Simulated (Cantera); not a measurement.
Equilibrium for silicon etching in halogen gases: Si + HBr + H2

Input: 1 mol Si, 2.3 mol HBr, 6.8 mol H2, equilibrated at 1.10 mbar.

Method: chemical equilibrium by Gibbs-energy minimisation in Cantera with the NASA 1993 tables (ideal gas, pure condensed phases). Candidate condensed phases: Br2, Si; 19 gas species. The tables' values for SiBr3 are old estimates; treat these amounts as uncertain. Rates play no part.

From 827 °C to 1052 °C the condensed part is Si(s). The main Si-bearing gas is SiBr2 throughout. The share of Si in condensed phases is highest at 827 °C (58.7 %) and lowest at 1052 °C (52.0 %).

```tsv
T (°C)	x H2	x HBr	x SiBr2	x SiBr4	x SiBr3	x Br	x SiHBr3	n Si(s)
827	0.818	0.136	0.0308	0.0128	0.00180	9.23e-5	0.000669	0.587
852	0.811	0.143	0.0360	0.00844	0.00170	0.000141	0.000494	0.580
877	0.806	0.147	0.0402	0.00528	0.00154	0.000207	0.000351	0.571
902	0.802	0.149	0.0435	0.00319	0.00133	0.000296	0.000243	0.562
927	0.801	0.150	0.0460	0.00189	0.00113	0.000412	0.000165	0.554
952	0.800	0.149	0.0478	0.00112	0.000944	0.000562	0.000113	0.546
977	0.800	0.149	0.0492	0.000662	0.000786	0.000755	7.68e-5	0.539
1002	0.800	0.147	0.0504	0.000397	0.000654	0.00100	5.29e-5	0.532
1027	0.800	0.146	0.0513	0.000241	0.000545	0.00131	3.67e-5	0.526
1052	0.801	0.145	0.0521	0.000149	0.000456	0.00169	2.58e-5	0.520
```
x: gas mole fraction; n: condensed amount in mol.
